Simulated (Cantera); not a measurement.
An adiabatic, constant-pressure homogeneous reactor starts with CH₃OH : O₂ : N₂ : CO₂ = 1 : 2.88 : 10.8 : 0.89 (molar parts), at 1250 K and 9.87 atm. Integrator tolerance rtol = 1e-08.

Cantera simulation using GRI-Mech 3.0 (53 species, 325 reactions); the numbers are that mechanism's predictions, not measurements. GRI-Mech 3.0 was tuned for natural gas; its chemistry of methanol as a main component is partial and can be far from experiment.

**Question.** What does this change do: CO2 0.89 to 0.34 parts?

**Answer.** 
```
quantity                                                              before                                      after
---------------------------------  -----------------------------------------  -----------------------------------------
time of steepest temperature rise                                   0.786 ms                                   0.781 ms
temperature at 0.300 s                                                2255 K                                     2301 K
equilibrium temperature                                               2255 K                                     2301 K
x(CH₃OH) at 0.300 s                    <1e-12 (gas-phase equilibrium <1e-12)      <1e-12 (gas-phase equilibrium <1e-12)
x(O₂) at 0.300 s                       0.0814 (gas-phase equilibrium 0.0814)      0.0836 (gas-phase equilibrium 0.0836)
x(CO₂) at 0.300 s                        0.116 (gas-phase equilibrium 0.116)      0.0851 (gas-phase equilibrium 0.0851)
x(NO) at 0.300 s                     0.00819 (gas-phase equilibrium 0.00819)    0.00932 (gas-phase equilibrium 0.00932)
x(O) at 0.300 s                    0.000344 (gas-phase equilibrium 0.000344)  0.000460 (gas-phase equilibrium 0.000460)
```
